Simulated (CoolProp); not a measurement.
Model: reference Helmholtz-energy equation of state, Schmidt 1985, in CoolProp.

Q: For oxygen, give the phase and the Z, cp (kJ/(kg K)), cv (kJ/(kg K)), expansivity (1/kK) at 82.2 K and 370 kPa; 82.2 K and 7980 kPa.

A: 
- 82.2 K and 370 kPa: liquid; Z 0.0147, cp 1.68, cv 0.961, expansivity 4.04
- 82.2 K and 7980 kPa: liquid; Z 0.313, cp 1.66, cv 0.976, expansivity 3.76
